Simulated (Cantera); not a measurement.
# SiCl4 + HCl + H2 (chlorosilane synthesis and conversion)

A closed system holds: 1 mol SiCl4, 0.57 mol HCl, 2 mol H2, equilibrated at 902 °C.

Method: chemical equilibrium by Gibbs-energy minimisation in Cantera with the NASA 1993 tables (ideal gas, pure condensed phases). Candidate condensed phases: Si; 19 gas species. The tables' values for SiCl3 are old estimates; treat these amounts as uncertain. The numbers say what is thermodynamically allowed, not how fast it happens.

```csv
P (Pa),x H2,x SiCl4,x HCl,x SiHCl3,x SiCl3
10000,0.532,0.250,0.189,0.0166,0.00844
31000,0.537,0.255,0.184,0.0176,0.00506
98000,0.539,0.258,0.181,0.0181,0.00292
310000,0.540,0.260,0.180,0.0184,0.00167
960000,0.541,0.260,0.179,0.0185,0.000953
3000000,0.541,0.261,0.179,0.0186,0.000541
```
x: gas mole fraction; nothing condenses.

From 75.0 Torr to 22500 Torr nothing is condensed. The main Si-bearing gas is SiCl4 throughout.
